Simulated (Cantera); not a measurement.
An isothermal, constant-pressure homogeneous reactor starts with 2.99 % H2, 96.5 % O2, 0.473 % H2O, equivalence ratio 0.015, at 1375 K and 0.0132 atm.

Cantera simulation using GRI-Mech 3.0 (53 species, 325 reactions); the numbers are that mechanism's predictions, not measurements. Radical loss at walls, strong at low pressure, is not modelled.

One state of this run: x H2 = 0.000126; x O2 = 0.956; x HO2 = 8.57e-7; x H2O = 0.0336; x O = 0.00743. x: mole fraction; the columns are a selection and need not sum to one.

Problem. Which value of t (s) does it belong to?
A. 0.166
B. 3.00e-6
C. 0.000706
D. 0.000180

Solution. A, 0.166
